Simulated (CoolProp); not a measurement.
Toluene at 293.15 K and 0.885 MPa flows at 8 m/s in a round tube of 20 mm bore and 15 µm roughness, fully developed (64/Re and Nu = 3.66 if laminar; Colebrook and Gnielinski if turbulent). Each further row changes one setting.

The numbers come from the reference Helmholtz-energy equation of state, Lemmon 2006 in CoolProp. It is a short technical equation, of lower accuracy than the large ones.

```
case             Reynolds number  Darcy friction factor  pressure drop (Pa/m)  heat-transfer coefficient (W/(m² K))  mass flow (kg/h)
---------------  ---------------  ---------------------  --------------------  ------------------------------------  ----------------
as stated                 235000                 0.0198                 27500                                 10300              7850
velocity 16 m/s           470000                 0.0191                106000                                 20100             15700
diameter 40 mm            470000                 0.0169                 11700                                  9260             31400
```

Viscosity comes from a separate model (Avgeri 2015). Thermal conductivity comes from a separate model (Assael 2012).
